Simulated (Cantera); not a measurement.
A closed system holds: 1 mol SiHCl3, 3.2 mol N2, equilibrated at 1.60 bar.

Cantera equilibrium calculation (NASA polynomials, part measured and part estimated; ideal gas, pure solids and liquids). Candidate condensed phases: NH4Cl, Si, Si3N4; 28 gas species. N2 is the only nitrogen source here; it is nearly inert below about 1500 K, so the nitride shown seldom forms there in practice. The tables' values for SiCl3 are old estimates; treat these amounts as uncertain. Equilibrium is a limit: real reactors are often held back by kinetics, nucleation or transport. All values below are at 1323 K.

Base state: N2 0.671, HCl 0.165, SiCl4 0.129, H2 0.0319, SiCl3 0.00221, SiHCl3 0.00126, SiCl2 0.000207 (mole fractions); condensed: Si3N4(s).

### Question
What changes in the equilibrium state with this change: N2 from 3.2 to 30 mol?

### Answer
```json
[
 {"species": "N2", "before": "0.671", "after": "0.953"},
 {"species": "HCl", "before": "0.165", "after": "0.0276"},
 {"species": "SiCl4", "before": "0.129", "after": "0.0167"},
 {"species": "H2", "before": "0.0319", "after": "0.00221"},
 {"species": "SiHCl3", "before": "0.00126", "after": "6.79e-5"},
 {"species": "SiCl3", "before": "0.00221", "after": "0.000451"},
 {"species": "SiCl2", "before": "0.000207", "after": "6.66e-5"},
 {"species": "Si3N4(s), mol", "before": "0.142", "after": "0.153"}
]
```
